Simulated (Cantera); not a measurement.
What does this Cantera script print?

```python
import numpy as np
import cantera as ct

gas_names = """
    H HNO HNO2 HNO3 HO2 H2 H2O H2O2 N NH NH2 NH3 NH2OH NO NO2 NO3 N2 N2H2 N2H4 N2O O OH O2 O3 Si SiH
    SiH2 SiH3 SiH4 SiN SiO SiO2 Si2 Si2N Si3
""".split()
cond_names = """
    H2O(s) H2O(L) Si(cr) Si(L) SiO2(Lqz) SiO2(hqz) SiO2(L) Si2N2O(s) Si3N4(a)
""".split()


# ... load() reads the species with a 1 bar reference pressure and builds the phases ...
atoms = {
    'Si3N4': {'Si': 3, 'N': 4},
    'N2O': {'N': 2, 'O': 1},
    'H2': {'H': 2},
    'H2O': {'H': 2, 'O': 1},
}
top_T = {'Si2N2O(s)': 2100, 'Si3N4(a)': 2400}  # K; cautious upper limits of use, not melting points


# ... equilibrate(T, P, feed) seeds the gas with the atoms and calls Mixture.equilibrate('TP', solver="vcs", rtol=1e-11, max_steps=5000) ...
results = []
feed = {'Si3N4': 1, 'N2O': 0.13, 'H2': 37, 'H2O': 0.002}  # mol
P = 100000  # Pa
for T in [1023, 1173, 1323, 1473, 1623, 1773, 1923, 2073]:
    mix = equilibrate(T, P, feed)
    results.append((T, P, feed, dict(zip(mix.species_names, mix.species_moles))))
    x = sorted(zip(gas.X, gas.species_names), reverse=True)
    print(f"T = {T:g} K  P = {P:g} Pa  gas = {mix.phase_moles(0):.4g} mol")
    print("   x: " + "  ".join(f"{s} {v:.3e}" for v, s in x if v > 0.001))
    print("   condensed (mol): " + ("  ".join(f"{mix.phase(i).name} {mix.phase_moles(i):.4g}"
          for i in range(1, mix.n_phases) if mix.phase_moles(i) > 1e-12) or "none"))
```

It prints:

```
T = 1023 K  P = 100000 Pa  gas = 37.17 mol
   x: H2 9.953e-01  N2 4.664e-03
   condensed (mol): Si2N2O(s) 0.132  Si3N4(a) 0.912
T = 1173 K  P = 100000 Pa  gas = 37.18 mol
   x: H2 9.953e-01  N2 4.673e-03
   condensed (mol): Si2N2O(s) 0.132  Si3N4(a) 0.912
T = 1323 K  P = 100000 Pa  gas = 37.18 mol
   x: H2 9.953e-01  N2 4.677e-03
   condensed (mol): Si2N2O(s) 0.132  Si3N4(a) 0.912
T = 1473 K  P = 100000 Pa  gas = 37.18 mol
   x: H2 9.953e-01  N2 4.678e-03
   condensed (mol): Si2N2O(s) 0.132  Si3N4(a) 0.912
T = 1623 K  P = 100000 Pa  gas = 37.18 mol
   x: H2 9.952e-01  N2 4.682e-03
   condensed (mol): Si2N2O(s) 0.1318  Si3N4(a) 0.9121
T = 1773 K  P = 100000 Pa  gas = 37.22 mol
   x: H2 9.938e-01  N2 5.629e-03
   condensed (mol): Si(L) 0.04825  Si2N2O(s) 0.1241  Si3N4(a) 0.8982
T = 1923 K  P = 100000 Pa  gas = 39.19 mol
   x: H2 9.437e-01  N2 5.315e-02  SiO 2.167e-03
   condensed (mol): Si(L) 2.817  Si2N2O(s) 0.04701
T = 2073 K  P = 100000 Pa  gas = 39.32 mol
   x: H2 9.396e-01  N2 5.416e-02  SiO 3.355e-03  H 2.549e-03
   condensed (mol): Si(L) 2.855
```

These are equilibrium values from Cantera (NASA tables, ideal gas, pure condensed phases), not measurements of a reactor. Mutual solubility and eutectic melting of coexisting phases are not modelled. Gases not in the tables: Si2H6 and higher silanes.
